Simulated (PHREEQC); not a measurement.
**Spent oxide etchant**

Make-up at 10 °C: 0.015 mol/kgw HF, 0.0048 mol/kgw (NH4)2SiF6 and 0.00085 mol/kgw H3AsO4. Closed to the air; pH follows from the charge balance.

The numbers come from PHREEQC with the ion-association model, wateq4f.dat.

Each row changes one thing in this solution. No solid was allowed to form.

```
case                                      pH  ionic strength (mol/kgw)  HF (mol/kgw)  F- (mol/kgw)  H2F2 (mol/kgw)  HF2- (mol/kgw)  SI of Quartz (SiO2)
--------------------------------------  ----  ------------------------  ------------  ------------  --------------  --------------  -------------------
as made                                 2.47                    0.0182        0.0107       0.00312        0.000501        0.000111                -3.88
diluted 5-fold with water               2.88                   0.00425       0.00178       0.00127         1.39e-5         7.47e-6                -0.63
diluted 10-fold with water               [?]                   0.00228      0.000999       0.00103         4.39e-6         3.42e-6                +0.17
H3AsO4 left out                         2.51                    0.0179        0.0105       0.00335        0.000482        0.000116                -3.90
H3AsO4 from 0.00085 to 8.5e-05 mol/kgw  2.50                    0.0179        0.0105       0.00332        0.000484        0.000116                -3.90
0.025 mol/kgw NaBr added                 [?]                       [?]        0.0105       0.00325        0.000490        0.000115                -3.94
temperature from 10 to 60 °C            2.62                    0.0171        0.0126       0.00209        0.000109        0.000116                -1.02
HF from 0.015 to 0.03 mol/kgw           2.33                    0.0197        0.0210       0.00446             [?]        0.000312                  [?]
```

Problem. What belongs in the gaps?

Solution. 
- diluted 10-fold with water, pH: 3.05
- 0.025 mol/kgw NaBr added, pH: 2.46
- 0.025 mol/kgw NaBr added, ionic strength (mol/kgw): 0.0433
- HF from 0.015 to 0.03 mol/kgw, H2F2 (mol/kgw): 0.00195
- HF from 0.015 to 0.03 mol/kgw, SI of Quartz (SiO2): -5.37

Species that the database lacks are ignored. Some of these states are supersaturated (in Quartz (slow to form), for instance). Constants without temperature data keep their 25 °C values here. SiF6-2 is the database's only silicon fluoride.
